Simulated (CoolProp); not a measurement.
C3F8 (R218) along the isobar 2840 kPa: density (kg/m³) from the reference equation and from simpler models built on Tc = 345.0 K, pc = 2640 kPa, ω = 0.317; each cubic takes its own stable root.

Values from CoolProp's reference Helmholtz-energy equation of state, Lemmon 2006. It is a short technical equation, of lower accuracy than the large ones.

```csv
T (K),phase,reference,Soave-Redlich-Kwong,Peng-Robinson
206.4,liquid,1732,1648,1857
224.4,liquid,1668,[?],1794
242.3,liquid,1602,1526,1724
260.3,liquid,1531,1452,1642
278.3,liquid,1453,1366,1545
296.2,liquid,1365,1264,1430
314.2,liquid,1259,1137,[?]
332.2,liquid,[?],959.9,1076
350.2,supercritical,470.7,435.3,463.7
368.1,supercritical,281.9,274.7,288.1
386.1,supercritical,233.6,229.6,239.1
404.1,supercritical,205.8,202.8,210.3
422,supercritical,186.5,184.0,190.2
440,supercritical,[?],[?],174.8
```

Complete the blanks.


- 224.4, Soave-Redlich-Kwong: 1591
- 314.2, Peng-Robinson: 1283
- 332.2, reference: 1112
- 440, reference: 171.9
- 440, Soave-Redlich-Kwong: 169.6
